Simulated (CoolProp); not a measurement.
A single-stage vapour-compression cycle with R22: evaporating at 202.15 K (dew point), condensing at 255.15 K (bubble point), superheat 2 K, subcooling 2 K, compressor efficiency 0.65, no pressure losses. Each further row changes one setting.

Values from CoolProp's reference Helmholtz-energy equation of state, Kamei 1995.

| case | cooling COP | pressure ratio | discharge temperature (K) | refrigerating effect (kJ/kg) | volumetric capacity (kJ/m³) |
|---|---|---|---|---|---|
| as stated | 2.02 | 13.8 | 361.8 | 197 | 195 |
| evaporating temperature 207.15 K | 2.34 | 10.1 | 348.3 | 200 | 265 |
| condensing temperature 250.15 K | 2.27 | 11.4 | 349.5 | 203 | 200 |
| subcooling 7 K | 2.07 | 13.8 | 361.8 | 203 | 200 |
| superheat 12 K | 1.98 | 13.8 | 375.3 | 203 | 191 |
| compressor efficiency 0.55 | 1.71 | 13.8 | 385.6 | 197 | 195 |
